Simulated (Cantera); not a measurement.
Input (Python, Cantera):

```python
import numpy as np
import cantera as ct

gas = ct.Solution("h2o2.yaml")
gas.TPX = 798, 510000, {'H2': 1, 'O2': 0.625, 'N2': 2.35}
inlet = ct.Reservoir(gas, clone=True)
gas.equilibrate("HP")  # start burning
reactor = ct.IdealGasConstPressureReactor(gas, energy="on", clone=False)
exhaust = ct.Reservoir(gas, clone=True)
tau = [0.046, 0.022, 0.011, 0.005, 0.0024, 0.0011, 0.00055, 0.00026, 0.00012, 6e-05][0]
for a, b in ((inlet, reactor), (reactor, exhaust)):
    ct.MassFlowController(a, b, mdot=lambda t: reactor.mass / tau)
net = ct.ReactorNet([reactor])
show = ['H2', 'O2', 'HO2', 'H2O2', 'H', 'O']

rows = []
print(f"{'tau/s':>10s}{'T/K':>9s}" + "".join(f"{s:>11s}" for s in show))
for tau in [0.046, 0.022, 0.011, 0.005, 0.0024, 0.0011, 0.00055, 0.00026, 0.00012, 6e-05]:
    net.initial_time = 0.0
    net.advance(30 * tau)
    before = gas.X
    net.advance(40 * tau)
    drift = np.max(np.abs(gas.X - before) / (gas.X + 1e-9))
    rows.append([gas.T, *gas[show].X, drift])
    print(f"{tau:10.3e}{gas.T:9.1f}" + "".join(f"{x:11.3e}" for x in gas[show].X))
```

It prints:

```
     tau/s      T/K         H2         O2        HO2       H2O2          H          O
 4.600e-02   2531.5  4.585e-03  3.472e-02  1.003e-05  8.730e-07  8.761e-04  1.410e-03
 2.200e-02   2531.1  4.612e-03  3.472e-02  1.005e-05  8.727e-07  8.832e-04  1.416e-03
 1.100e-02   2530.4  4.664e-03  3.473e-02  1.008e-05  8.720e-07  8.969e-04  1.429e-03
 5.000e-03   2528.9  4.787e-03  3.476e-02  1.014e-05  8.707e-07  9.299e-04  1.458e-03
 2.400e-03   2525.7  5.029e-03  3.481e-02  1.028e-05  8.684e-07  9.958e-04  1.517e-03
 1.100e-03   2518.8  5.558e-03  3.493e-02  1.060e-05  8.654e-07  1.147e-03  1.649e-03
 5.500e-04   2506.7  6.469e-03  3.513e-02  1.121e-05  8.657e-07  1.431e-03  1.885e-03
 2.600e-04   2482.5  8.246e-03  3.556e-02  1.265e-05  8.825e-07  2.065e-03  2.374e-03
 1.200e-04   2439.1  1.131e-02  3.640e-02  1.589e-05  9.459e-07  3.412e-03  3.290e-03
 6.000e-05   2379.6  1.526e-02  3.766e-02  2.158e-05  1.067e-06  5.630e-03  4.587e-03
```

Computed with Cantera and the H2/O2 subset of GRI-Mech 3.0, which has no nitrogen chemistry. The hydrogen kinetics of GRI-Mech 3.0 are dated; newer H2 mechanisms differ, most at raised pressure.
